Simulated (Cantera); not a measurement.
Cantera run, input and output.

```python
import numpy as np
import cantera as ct

gas = ct.Solution("h2o2.yaml")
gas.TP = 300, 210000
flame = ct.CounterflowDiffusionFlame(gas, width=0.02)
flame.fuel_inlet.X, flame.fuel_inlet.T = {'H2': 1, 'N2': 0.31}, 600
flame.oxidizer_inlet.X, flame.oxidizer_inlet.T = {'O2': 0.28, 'N2': 0.72}, 550
flame.set_refine_criteria(ratio=3, slope=0.12, curve=0.24, prune=0.03)
show = ['OH', 'H', 'H2O', 'HO2']

rows = []
print(f"{'mdot':>8s}{'a_max':>10s}{'a_mean':>10s}{'Tmax/K':>9s}" + "".join(f"{s:>11s}" for s in show) + "   (peak mole fractions)")
for i, mdot in enumerate([1.3, 1.9, 2.9, 4.4, 6.6, 10, 15, 23]):  # kg/m2/s on the oxidiser side
    flame.oxidizer_inlet.mdot, flame.fuel_inlet.mdot = mdot, 0.49 * mdot
    flame.solve(loglevel=0, auto=(i == 0))
    if flame.T.max() < max(600, 550) + 100:
        print(f"{mdot:8.3g}  no burning solution found from the previous one")
        break
    dT = np.abs(np.gradient(flame.T, flame.grid))
    rows.append([flame.strain_rate("max"), flame.strain_rate("mean"), flame.T.max(),
                 *(flame.X[gas.species_index(s)].max() for s in show), max(dT[0], dT[-1]) / dT.max()])
    print(f"{mdot:8.3g}{rows[-1][0]:10.1f}{rows[-1][1]:10.1f}{rows[-1][2]:9.1f}" + "".join(f"{x:11.3e}" for x in rows[-1][3:-1]))
```

It prints:

```
    mdot     a_max    a_mean   Tmax/K         OH          H        H2O        HO2   (peak mole fractions)
     1.3     545.9     141.2   2753.9  2.818e-02  1.411e-02  3.311e-01  1.986e-05
     1.9     787.5     206.4   2742.7  2.858e-02  1.478e-02  3.292e-01  2.871e-05
     2.9    1164.3     315.0   2720.3  2.886e-02  1.583e-02  3.270e-01  4.198e-05
     4.4    1702.7     478.0   2686.1  2.916e-02  1.724e-02  3.243e-01  5.892e-05
     6.6    2478.2     717.0   2639.2  2.941e-02  1.909e-02  3.215e-01  8.099e-05
      10    3624.9    1086.3   2586.2  2.984e-02  2.167e-02  3.173e-01  1.086e-04
      15    5182.3    1629.5   2521.3  2.996e-02  2.466e-02  3.129e-01  1.403e-04
      23    7536.4    2498.5   2442.3  2.980e-02  2.851e-02  3.076e-01  1.797e-04
```

Computed with Cantera and the H2/O2 subset of GRI-Mech 3.0, which has no nitrogen chemistry. The hydrogen kinetics of GRI-Mech 3.0 are dated; newer H2 mechanisms differ, most at raised pressure. The maximum strain rate includes the flame's own expansion and is several times the mean.
